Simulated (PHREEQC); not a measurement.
PHREEQC input (ion-association model, wateq4f.dat):

```
SOLUTION_MASTER_SPECIES
  Amm  AmmH+  0  AmmH  17.031  # ammonia with no redox link, constants of NH4+
SOLUTION_SPECIES
  AmmH+ = AmmH+
    -log_k 0
  AmmH+ = Amm + H+
    -log_k -9.252
    -delta_h 12.48 kcal
    -analytic 0.6322 -0.001225 -2835.76
    -gamma 2.5 0.0
  AmmH+ + SO4-2 = AmmHSO4-
    -log_k 1.11
    -gamma 5.0 0.0
PHASES
  Amm(g)
    Amm = Amm
    -log_k 1.770
    -delta_h -8.170 kcal
EXCHANGE_SPECIES
  AmmH+ + X- = AmmHX
    -log_k 0.6
SOLUTION 1
  temp 25
  units mol/kgw
  pH 7 charge
  F 0.072
  Cl 0.0018
  K 0.0018
SOLUTION 2
  temp 25
  units mol/kgw
  pH 7 charge
  C(4) 0.0084
  Amm 0.0168
END
SELECTED_OUTPUT 1
  -reset false
  -pH true
  -pe true
  -ionic_strength true
  -water true
  -totals Amm C Cl F K C(-4) C(4)
  -molalities H+ CO3-2 Cl- F- K+ CO2 HCO3- O2 OH- HF
    HF2- H2F2 AmmH+ Amm
PRINT
  -reset false
MIX 1
  1 1
  2 0
EQUILIBRIUM_PHASES 1
  O2(g) -0.68 10
END
# ... the last block is repeated for the other 10 points of share of solution B
```

Selected output (columns that matter, 11 of 11 rows; share of solution B added in front):

```
share of solution B	pH	mu	Amm	C	Cl	F	K	m_H+	m_CO3-2	m_Cl-	m_F-	m_K+	m_CO2	m_HCO3-
0	2.1943	0.0087683	0	0	0.0018	0.072	0.0018	0.0069683	0	0.0018	0.0058344	0.0018	0	0
0.1	2.2763	0.0090753	0.00168	0.00083999	0.00162	0.064799	0.00162	0.0057754	9.1794e-16	0.00162	0.0063463	0.00162	0.00083991	7.7741e-08
0.2	2.3695	0.0094666	0.0033599	0.0016799	0.00144	0.057598	0.00144	0.0046667	2.8401e-15	0.00144	0.0069541	0.00144	0.0016798	1.9306e-07
0.3	2.4768	0.0099513	0.0050398	0.0025199	0.0012599	0.050398	0.0012599	0.0036516	7.0419e-15	0.0012599	0.0076735	0.0012599	0.0025195	3.7157e-07
0.4	2.603	0.010536	0.0067196	0.0033598	0.0010799	0.043197	0.0010799	0.0027364	1.6954e-14	0.0010799	0.0085198	0.0010799	0.0033591	6.6417e-07
0.5	2.7571	0.011223	0.0083994	0.0041997	0.00089993	0.035997	0.00089993	0.0019235	4.357e-14	0.00089993	0.0095072	0.00089993	0.0041985	1.1872e-06
0.6	2.9593	0.012009	0.010079	0.0050395	0.00071993	0.028797	0.00071993	0.0012103	1.3434e-13	0.00071993	0.010648	0.00071993	0.0050373	2.2768e-06
0.7	3.2722	0.012889	0.011759	0.0058794	0.00053994	0.021598	0.00053994	0.00059037	6.7057e-13	0.00053994	0.011953	0.00053994	0.0058739	5.4762e-06
0.8	4.2866	0.013855	0.013438	0.0067192	0.00035996	0.014398	0.00035996	5.7266e-05	8.2316e-11	0.00035996	0.013384	0.00035996	0.0066548	6.4373e-05
0.9	7.8556	0.014807	0.01512	0.00756	0.00018	0.0072	0.00018	1.5489e-08	3.5035e-05	0.00018	0.0071998	0.00018	0.00020349	0.0073214
1	9.2076	0.0099612	0.0168	0.0084	0	0	0	6.7875e-10	0.00077642	0	0	0	9.5902e-06	0.007614
```

wateq4f.dat counts part of the HF as a dimer, H2F2, which phreeqc.dat doesn't know; its constant is uncertain.
